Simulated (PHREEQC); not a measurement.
# Polishing slurry liquid (model solution)

Consider water at 25 °C with 58 mmol/kgw KOH, 4.8 mmol/kgw KNO3 and 0.47 mmol/kgw CuSO4. Closed to the air; pH follows from the charge balance.

The numbers come from PHREEQC with the ion-association model, wateq4f.dat.

No solid was allowed to form.

### Question
Predict the pH.

### Answer
pH 12.65.

### Question
In which forms is S present?

### Answer
SO4-2 84 %, KSO4- 16 % of the S.

The solution is supersaturated, for example in Cu(OH)2, Tenorite (slow to form), so a real one may precipitate; this is no full list. The database's constant for dissolved Cu(OH)2 is higher than later reviews accept.
